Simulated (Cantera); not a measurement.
Charge: 1 mol Si₃N₄, 0.26 mol H₂O, 11 mol H₂, equilibrated at 1902 °C and 0.000290 bar.

These are equilibrium values from Cantera (NASA tables, ideal gas, pure condensed phases), not measurements of a reactor. Candidate condensed phases: H₂O, Si, SiO₂, Si₂N₂O, Si₃N₄; 35 gas species. The tables' values for SiN are old estimates; treat these amounts as uncertain. Gases not in the tables: Si₂H₆ and higher silanes. Rates play no part.

Base state: H₂ 0.518, H 0.206, Si 0.149, N₂ 0.110, SiO 0.0144, SiH 0.000852, Si₂ 0.000342, SiN 0.000150 (mole fractions); condensed: gas only.

Problem. What changes in the equilibrium state with this change: pressure from 0.000290 bar to 0.133 bar?

Solution. 
```csv
species,before,after
H₂,0.518,0.819
N₂,0.110,0.147
SiO,0.0144,0.0191
H,0.206,0.0121
Si,0.149,0.00216
SiH₂,2.06e-5,0.000217
Si₂,0.000342,3.30e-5
SiN,0.000150,5.37e-5
"Si(l), mol",0,2.70
```
